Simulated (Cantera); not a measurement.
An adiabatic, constant-volume homogeneous reactor starts with CH4 : H2 : O2 : N2 = 1 : 0.15 : 0.902 : 3.39 (molar parts), equivalence ratio 2.3, at 1625 K and 1280 Torr. Integrator tolerance rtol = 1e-08.

Detailed kinetics in Cantera: GRI-Mech 3.0 (53 species, 325 reactions).

Task: What does this change do: CH4 1 to 1.6 parts?

Result: 
| quantity | before | after |
|---|---|---|
| time of steepest temperature rise | 0.199 ms | 0.291 ms |
| temperature at 0.900 s | 2737 K | 2161 K |
| equilibrium temperature | 2737 K | 2161 K |
| x(CH4) at 0.900 s | 1.88e-10 (gas-phase equilibrium 2.11e-10) | 7.90e-8 (gas-phase equilibrium 8.21e-8) |
| x(H2) at 0.900 s | 0.208 (gas-phase equilibrium 0.208) | 0.378 (gas-phase equilibrium 0.378) |
| x(O2) at 0.900 s | 2.28e-5 (gas-phase equilibrium 2.28e-5) | 8.95e-10 (gas-phase equilibrium 8.93e-10) |
| x(NO2) at 0.900 s | 3.91e-9 (gas-phase equilibrium 3.91e-9) | <1e-12 (gas-phase equilibrium <1e-12) |
| x(C2H6) at 0.900 s | <1e-12 (gas-phase equilibrium <1e-12) | <1e-12 (gas-phase equilibrium <1e-12) |

Task: What does this change do: pressure from 1280 Torr to 760 Torr?

Result: 
| quantity | before | after |
|---|---|---|
| time of steepest temperature rise | 0.199 ms | 0.297 ms |
| temperature at 0.900 s | 2737 K | 2712 K |
| equilibrium temperature | 2737 K | 2712 K |
| x(CH4) at 0.900 s | 1.88e-10 (gas-phase equilibrium 2.11e-10) | 7.06e-11 (gas-phase equilibrium 7.90e-11) |
| x(H2) at 0.900 s | 0.208 (gas-phase equilibrium 0.208) | 0.207 (gas-phase equilibrium 0.207) |
| x(O2) at 0.900 s | 2.28e-5 (gas-phase equilibrium 2.28e-5) | 3.14e-5 (gas-phase equilibrium 3.14e-5) |
| x(NO2) at 0.900 s | 3.91e-9 (gas-phase equilibrium 3.91e-9) | 4.07e-9 (gas-phase equilibrium 4.07e-9) |
| x(C2H6) at 0.900 s | <1e-12 (gas-phase equilibrium <1e-12) | <1e-12 (gas-phase equilibrium <1e-12) |

Task: What does this change do: constant pressure in place of constant volume?

Result: 
```
quantity                                                              before                                      after
---------------------------------  -----------------------------------------  -----------------------------------------
time of steepest temperature rise                                   0.199 ms                                   0.221 ms
temperature at 0.900 s                                                2737 K                                     2494 K
equilibrium temperature                                               2737 K                                     2494 K
x(CH4) at 0.900 s                  1.88e-10 (gas-phase equilibrium 2.11e-10)  1.17e-10 (gas-phase equilibrium 1.31e-10)
x(H2) at 0.900 s                         0.208 (gas-phase equilibrium 0.208)        0.213 (gas-phase equilibrium 0.213)
x(O2) at 0.900 s                     2.28e-5 (gas-phase equilibrium 2.28e-5)    5.26e-6 (gas-phase equilibrium 5.26e-6)
x(NO2) at 0.900 s                    3.91e-9 (gas-phase equilibrium 3.91e-9)  5.39e-10 (gas-phase equilibrium 5.39e-10)
x(C2H6) at 0.900 s                     <1e-12 (gas-phase equilibrium <1e-12)      <1e-12 (gas-phase equilibrium <1e-12)
```
